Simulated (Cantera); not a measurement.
Charge: 1 mol Fe2O3, 54 mol H2, 2.9 mol H2O, at 0.390 Torr.

Cantera equilibrium calculation (NASA polynomials, part measured and part estimated; ideal gas, pure solids and liquids). Candidate condensed phases: Fe, FeO, Fe(OH)2, Fe(OH)3, Fe2O3, Fe3O4, H2O; 12 gas species. Rates play no part.

x: gas mole fraction; n: condensed amount in mol.

```json
[
 {"T (K)": "1525", "x H2": "0.895", "x H2O": "0.104", "x Fe": "0.000486", "x H": "0.000981", "x OH": "3.52e-6", "x FeO": "2.49e-7", "n Fe(γ)": "1.97", "n Fe(δ)": "0"},
 {"T (K)": "1550", "x H2": "0.894", "x H2O": "0.104", "x Fe": "0.000806", "x H": "0.00131", "x OH": "5.08e-6", "x FeO": "4.58e-7", "n Fe(γ)": "1.95", "n Fe(δ)": "0"},
 {"T (K)": "1575", "x H2": "0.893", "x H2O": "0.103", "x Fe": "0.00131", "x H": "0.00172", "x OH": "7.25e-6", "x FeO": "8.25e-7", "n Fe(γ)": "1.92", "n Fe(δ)": "0"},
 {"T (K)": "1600", "x H2": "0.892", "x H2O": "0.103", "x Fe": "?", "x H": "?", "x OH": "?", "x FeO": "?", "n Fe(γ)": "1.88", "n Fe(δ)": "0"},
 {"T (K)": "1625", "x H2": "0.891", "x H2O": "0.103", "x Fe": "0.00333", "x H": "0.00292", "x OH": "1.42e-5", "x FeO": "2.53e-6", "n Fe(γ)": "1.81", "n Fe(δ)": "0"},
 {"T (K)": "1650", "x H2": "0.888", "x H2O": "0.103", "x Fe": "0.00519", "x H": "0.00375", "x OH": "1.97e-5", "x FeO": "4.32e-6", "n Fe(γ)": "1.70", "n Fe(δ)": "0"},
 {"T (K)": "1675", "x H2": "0.885", "x H2O": "0.103", "x Fe": "0.00798", "x H": "0.00479", "x OH": "2.69e-5", "x FeO": "7.24e-6", "n Fe(γ)": "0", "n Fe(δ)": "1.54"},
 {"T (K)": "1700", "x H2": "0.880", "x H2O": "0.102", "x Fe": "?", "x H": "?", "x OH": "?", "x FeO": "?", "n Fe(γ)": "0", "n Fe(δ)": "?"},
 {"T (K)": "1725", "x H2": "0.873", "x H2O": "0.101", "x Fe": "0.0181", "x H": "0.00761", "x OH": "4.87e-5", "x FeO": "1.95e-5", "n Fe(γ)": "0", "n Fe(δ)": "0.945"},
 {"T (K)": "1750", "x H2": "0.863", "x H2O": "0.100", "x Fe": "0.0268", "x H": "0.00948", "x OH": "6.46e-5", "x FeO": "3.12e-5", "n Fe(γ)": "0", "n Fe(δ)": "0.424"},
 {"T (K)": "1775", "x H2": "0.855", "x H2O": "0.0994", "x Fe": "0.0337", "x H": "0.0117", "x OH": "8.50e-5", "x FeO": "4.25e-5", "n Fe(γ)": "0", "n Fe(δ)": "0"},
 {"T (K)": "1800", "x H2": "0.852", "x H2O": "0.0993", "x Fe": "0.0337", "x H": "0.0145", "x OH": "0.000111", "x FeO": "4.58e-5", "n Fe(γ)": "0", "n Fe(δ)": "0"},
 {"T (K)": "1825", "x H2": "0.849", "x H2O": "0.0991", "x Fe": "0.0336", "x H": "0.0178", "x OH": "0.000145", "x FeO": "4.93e-5", "n Fe(γ)": "0", "n Fe(δ)": "0"}
]
```

Question: Complete the blanks.

Answer: 
- 1700, x Fe: 0.0121
- 1700, x H: 0.00606
- 1700, x OH: 3.63e-5
- 1700, x FeO: 1.20e-5
- 1700, n Fe(δ): 1.30
- 1600, x Fe: 0.00211
- 1600, x H: 0.00225
- 1600, x OH: 1.02e-5
- 1600, x FeO: 1.46e-6
